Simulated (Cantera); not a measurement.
## Ammonia decomposition in nitride growth gas

A perfectly stirred reactor is fed with NH₃ : H₂ = 1 : 0.1 (molar parts), at 750 Torr; it is held at 2125 K, and followed from long to short residence time.

Model: the gas-phase N/H chemistry of the illustrative SiF4/NH3 mechanism in the Surface Chemkin manual (1991), integrated in Cantera. Walls and surfaces, which speed up NH3 decomposition in real reactors, are not modelled.

```tsv
τ (s)	x NH₃	x H₂	x N	x NH	x NH₂	x N₂	x N₂H₄
9.1	0.00190	0.758	7.44e-7	2.56e-6	2.31e-5	0.237	9.45e-11
1.9	0.00512	0.756	1.35e-6	5.32e-6	5.47e-5	0.236	5.32e-10
0.38	0.0196	0.746	1.82e-6	1.02e-5	0.000148	0.233	3.92e-9
0.076	0.0833	0.699	1.98e-6	1.75e-5	0.000405	0.216	2.93e-8
0.015	0.295	0.543	1.88e-6	2.63e-5	0.000961	0.160	1.65e-7
0.0031	0.631	0.295	1.49e-6	3.08e-5	0.00163	0.0722	4.75e-7
0.00064	0.833	0.145	9.96e-7	2.91e-5	0.00202	0.0190	7.25e-7
```
x: mole fraction; the columns are a selection and need not sum to one.
